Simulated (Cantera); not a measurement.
Cantera run, input and output.

```python
import numpy as np
import cantera as ct

gas = ct.Solution("gri30.yaml")


def delay(T, t_max=10):
    gas.TPX = T, 101325, {'CH4': 1, 'C2H6': 0.034, 'C3H8': 0.076, 'O2': 3.12, 'N2': 11.7, 'H2O': 0.73}
    reactor = ct.IdealGasConstPressureReactor(gas, clone=False)
    net = ct.ReactorNet([reactor])
    net.rtol, net.atol = 1e-8, 1e-16
    while net.time < t_max:
        t_old, T_old = net.time, reactor.T
        net.step()
        if reactor.T > T + 400:  # ignition: a rise of 400 K
            return t_old + (T + 400 - T_old) / (reactor.T - T_old) * (net.time - t_old)
    return np.nan


taus = []
for T in [1000, 1100, 1200, 1300, 1400, 1500, 1600, 1700, 1800, 1900]:
    taus.append(delay(T))
    print(f"T0 = {T:6g} K   tau = {taus[-1]:.4e} s")
```

Result:

```
T0 =   1000 K   tau = 3.2564e-01 s
T0 =   1100 K   tau = 5.9552e-02 s
T0 =   1200 K   tau = 1.0739e-02 s
T0 =   1300 K   tau = 2.2420e-03 s
T0 =   1400 K   tau = 5.9526e-04 s
T0 =   1500 K   tau = 2.0405e-04 s
T0 =   1600 K   tau = 8.8237e-05 s
T0 =   1700 K   tau = 4.6173e-05 s
T0 =   1800 K   tau = 2.7909e-05 s
T0 =   1900 K   tau = 1.8716e-05 s
```

Cantera simulation using GRI-Mech 3.0 (53 species, 325 reactions); the numbers are that mechanism's predictions, not measurements.
